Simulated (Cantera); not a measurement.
Adiabatic ignition

An adiabatic, constant-volume homogeneous reactor starts with CO : H₂ : O₂ : N₂ = 1 : 0.32 : 0.943 : 3.55 (molar parts), equivalence ratio 0.70, at 1700 K and 16.0 bar.

Model: GRI-Mech 3.0 (53 species, 325 reactions), integrated in Cantera. The hydrogen kinetics of GRI-Mech 3.0 are dated; newer H2 mechanisms differ, most at raised pressure. The pressure lies above the range GRI-Mech 3.0 was tuned for (to about 10 atm). Above 3000 K some thermodynamic fits are extrapolated.

```
t (s)     T (K)  P (bar)    x CO     x H₂    x O₂      x H      x O    x N₂O
--------  -----  -------  ------  -------  ------  -------  -------  -------
1.00e-6    2027     18.7   0.154  0.00509   0.119  0.00836   0.0182  1.12e-6
3.98e-6    3058     26.6  0.0556  0.00253  0.0730  0.00247  0.00959  5.80e-6
1.58e-5    3106     26.9  0.0497  0.00232  0.0672  0.00203  0.00812  6.35e-6
6.31e-5    3087     26.7  0.0492  0.00232  0.0611  0.00192  0.00728  6.65e-6
0.000251   3081     26.6  0.0490  0.00232  0.0593  0.00189  0.00705  6.81e-6
0.00100    3081     26.6  0.0490  0.00232  0.0593  0.00189  0.00705  6.81e-6
0.00398    3081     26.6  0.0490  0.00232  0.0593  0.00189  0.00705  6.81e-6
0.0158     3081     26.6  0.0490  0.00232  0.0593  0.00189  0.00705  6.81e-6
0.0631     3081     26.6  0.0490  0.00232  0.0593  0.00189  0.00705  6.81e-6
0.251      3081     26.6  0.0490  0.00232  0.0593  0.00189  0.00705  6.81e-6
1.00       3081     26.6  0.0490  0.00232  0.0593  0.00189  0.00705  6.81e-6
```
x: mole fraction; the columns are a selection and need not sum to one.

```
Property                                                             Value
---------------------------------  ---------------------------------------
time of steepest temperature rise                                 0.895 µs
temperature at 1.00 s                                               3081 K
equilibrium temperature                                             3081 K
x(CO) at 1.00 s                      0.0490 (gas-phase equilibrium 0.0490)
x(H₂) at 1.00 s                    0.00232 (gas-phase equilibrium 0.00232)
x(O₂) at 1.00 s                      0.0593 (gas-phase equilibrium 0.0593)
```
